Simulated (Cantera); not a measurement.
Input: 1 mol TEOS, 0.9 mol CO2, 18 mol N2, equilibrated at 1350 K and 5.00 mbar.

Cantera equilibrium calculation (NASA polynomials, part measured and part estimated; ideal gas, pure solids and liquids). Candidate condensed phases: C, C6H6, C7H8, C8H18, H2O, Si, SiC, SiO2, Si2N2O, Si3N4; 151 gas species. The feed counts by its element totals alone. N2 is the only nitrogen source here; it is nearly inert below about 1500 K, so the nitride shown seldom forms there in practice. Kinetics and transport are ignored.

Base state: N2 0.533, H2 0.305, CO 0.162, HCN 0.000131, H 1.86e-5 (mole fractions); condensed: C(graphite) + Si2N2O(s).

### Question
What changes in the equilibrium state with this change: temperature from 1350 K to 1500 K?

### Answer
| species | before | after |
|---|---|---|
| N2 | 0.533 | 0.532 |
| H2 | 0.305 | 0.296 |
| CO | 0.162 | 0.171 |
| SiO | 9.05e-6 | 0.000336 |
| H | 1.86e-5 | 0.000135 |
| HCN | 0.000131 | 0.000419 |
| C(graphite), mol | 3.60 | 2.11 |
| Si2N2O(s), mol | 0.500 | 0 |
| SiC(s), mol | 0 | 0.989 |
